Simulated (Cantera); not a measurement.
# Thermodynamics of chlorosilane synthesis and conversion, feed SiCl4 + Cl2 + H2

Input: 1 mol SiCl4, 1.2 mol Cl2, 0.78 mol H2, at 0.100 bar.

Equilibrium computed with Cantera from the NASA thermochemical tables; the gas is ideal and each condensed phase is pure. Candidate condensed phases: Si; 19 gas species. The tables' values for SiCl3 are old estimates; treat these amounts as uncertain. Equilibrium is a limit: real reactors are often held back by kinetics, nucleation or transport.

| T (K) | x HCl | x SiCl4 | x Cl | x Cl2 | x SiCl3 |
|---|---|---|---|---|---|
| 573 | 0.523 | 0.336 | 7.29e-9 | 0.141 | <1e-12 |
| 773 | 0.523 | 0.336 | 5.80e-6 | 0.141 | <1e-12 |
| 973 | 0.523 | 0.336 | 0.000304 | 0.141 | 7.68e-10 |
| 1173 | 0.522 | 0.335 | 0.00417 | 0.139 | 2.22e-7 |
| 1373 | 0.517 | 0.331 | 0.0258 | 0.126 | 1.25e-5 |
| 1573 | 0.500 | 0.320 | 0.0888 | 0.0904 | 0.000278 |
| 1773 | 0.476 | 0.301 | 0.178 | 0.0411 | 0.00382 |
x: gas mole fraction; nothing condenses.

From 573 K to 1773 K nothing is condensed. The main Si-bearing gas is SiCl4 throughout.
